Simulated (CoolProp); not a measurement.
Vapour-liquid equilibrium of propylene (1) + n-heptane (2) at 0.26 MPa; x and y are mole fractions of (1).

Values from CoolProp's multi-fluid Helmholtz-energy mixture model, Lemmon 2013 and Span 2003; pair parameters Bell 2016.

**Question.** Give the bubble temperature and the first vapour's composition at x = 0.15, 0.25, 0.75. Is there an azeotrope?

**Answer.** x = 0.15: 316.6 K, y = 0.948; x = 0.25: 290.4 K, y = 0.986; x = 0.75: 255.4 K, y = 0.999. No azeotrope shows between x = 0.05 and 0.95.

Pair parameters are fitted to limited data, so mixtures are less certain than the pure fluids. The gap from Raoult's law changes sign with composition, which may be real or a fault of the pair parameters; it wasn't checked against measurements.
